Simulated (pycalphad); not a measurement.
## Phase fractions of Mn-16.14Si (at.%)

CALPHAD calculation (pycalphad, COST 507 light-alloy database (1999)), 1 atm. These are 1990s assessments: newer ones move some temperatures and phases. Phase fractions are per mole of atoms. Kinetics are ignored, which matters at the lower temperatures.

```json
[
 {"T (K)": "1400", "liquid": "1.000", "β-Mn": "-", "MN9SI2": "-", "MN6SI": "-"},
 {"T (K)": "1300", "liquid": "-", "β-Mn": "0.386", "MN9SI2": "0.614", "MN6SI": "-"},
 {"T (K)": "1200", "liquid": "-", "β-Mn": "0.308", "MN9SI2": "0.692", "MN6SI": "-"},
 {"T (K)": "1100", "liquid": "-", "β-Mn": "0.245", "MN9SI2": "0.755", "MN6SI": "-"},
 {"T (K)": "1000", "liquid": "-", "β-Mn": "0.200", "MN9SI2": "0.800", "MN6SI": "-"},
 {"T (K)": "900", "liquid": "-", "β-Mn": "-", "MN9SI2": "0.456", "MN6SI": "0.544"},
 {"T (K)": "800", "liquid": "-", "β-Mn": "-", "MN9SI2": "0.456", "MN6SI": "0.544"},
 {"T (K)": "700", "liquid": "-", "β-Mn": "-", "MN9SI2": "0.456", "MN6SI": "0.544"},
 {"T (K)": "600", "liquid": "-", "β-Mn": "-", "MN9SI2": "0.456", "MN6SI": "0.544"},
 {"T (K)": "500", "liquid": "-", "β-Mn": "-", "MN9SI2": "0.456", "MN6SI": "0.544"}
]
```

Database names, with the compositions (at.%) that they take in these runs: MN9SI2: Mn 82 Si 18; MN6SI: Mn 85 Si 15.
